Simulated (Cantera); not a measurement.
What does this Cantera script print?

```python
import numpy as np
import cantera as ct

gas = ct.Solution("gri30.yaml")
gas.TPX = 925, 500000, {'CH2O': 0.03, 'O2': 0.021, 'N2': 1}
reactor = ct.IdealGasConstPressureReactor(gas, energy="off", clone=False)
net = ct.ReactorNet([reactor])
net.rtol, net.atol = 1e-08, 1e-18
show = ['CH2O', 'O2', 'OH', 'HCN', 'CH2', 'HCO', 'NO']
times = np.geomspace(9e-05, 3, 14)

steps = ct.SolutionArray(gas, extra=["t"])
rows = []
print(f"{'t/s':>10s}{'T/K':>9s}{'P/Pa':>11s}" + "".join(f"{s:>11s}" for s in show))
for t in times:
    while net.time < t:
        t_next = net.step()
        steps.append(gas.state, t=t_next)
    rows.append([np.interp(t, steps.t, y) for y in (steps.T, steps.P, *steps(*show).X.T)])
    print(f"{t:10.3e}{rows[-1][0]:9.1f}{rows[-1][1]:11.4g}" + "".join(f"{x:11.3e}" for x in rows[-1][2:]))
rate = np.gradient(steps.T, steps.t)
print("integrator steps:", len(steps.t))
if steps.T.max() > steps.T[0] + 200:
    print(f"time of steepest temperature rise: {steps.t[rate.argmax()]:.4e} s")
gas.TPX = 925, 500000, {'CH2O': 0.03, 'O2': 0.021, 'N2': 1}
gas.equilibrate("TP")
print(f"equilibrium (TP): T = {gas.T:.1f} K  " + "  ".join(f"{s} {gas[s].X[0]:.3e}" for s in show))
```

Result:

```
       t/s      T/K       P/Pa       CH2O         O2         OH        HCN        CH2        HCO         NO
 9.000e-05    925.0      5e+05  2.854e-02  1.998e-02  8.120e-13  1.882e-25  6.471e-20  3.112e-10  2.698e-24
 2.005e-04    925.0      5e+05  2.854e-02  1.998e-02  3.765e-12  7.037e-25  2.643e-19  5.864e-10  1.882e-23
 4.468e-04    925.0      5e+05  2.854e-02  1.998e-02  1.838e-11  3.027e-24  1.262e-18  1.243e-09  1.725e-22
 9.954e-04    925.0      5e+05  2.852e-02  1.996e-02  9.596e-11  1.506e-23  7.845e-18  3.081e-09  2.017e-21
 2.218e-03    925.0      5e+05  2.841e-02  1.985e-02  5.961e-10  9.562e-23  8.030e-17  9.993e-09  2.853e-20
 4.941e-03    925.0      5e+05  2.753e-02  1.911e-02  4.181e-09  8.658e-22  8.710e-16  3.388e-08  2.391e-19
 1.101e-02    925.0      5e+05  2.191e-02  1.488e-02  2.756e-08  2.446e-20  1.128e-14  1.125e-07  2.561e-18
 2.453e-02    925.0      5e+05  1.398e-03  4.311e-03  4.907e-07  6.812e-17  3.388e-13  1.816e-07  5.139e-15
 5.465e-02    925.0      5e+05  3.765e-09  4.242e-03  8.048e-08  1.708e-16  2.629e-17  4.481e-10  4.050e-12
 1.217e-01    925.0      5e+05  1.602e-09  3.744e-03  1.367e-08  1.747e-16  1.439e-18  1.056e-10  3.155e-12
 2.713e-01    925.0      5e+05  9.099e-10  3.374e-03  5.835e-09  1.777e-16  3.635e-19  5.288e-11  2.810e-12
 6.044e-01    925.0      5e+05  6.856e-10  2.867e-03  4.387e-09  1.822e-16  2.145e-19  4.679e-11  2.993e-12
 1.347e+00    925.0      5e+05  6.222e-10  2.045e-03  3.252e-09  1.920e-16  1.465e-19  4.820e-11  3.628e-12
 3.000e+00    925.0      5e+05  5.134e-10  1.001e-03  1.718e-09  2.165e-16  7.881e-20  5.229e-11  5.241e-12
integrator steps: 1850
equilibrium (TP): T = 925.0 K  CH2O 1.958e-10  O2 3.510e-23  OH 2.396e-14  HCN 6.833e-09  CH2 1.678e-23  HCO 2.404e-14  NO 1.825e-16
```

Computed with Cantera and GRI-Mech 3.0 (53 species, 325 reactions). Below about 1000 K GRI-Mech 3.0 lacks low-temperature oxidation paths. The temperature is held fixed by assumption; the heat of reaction is taken as removed at once.
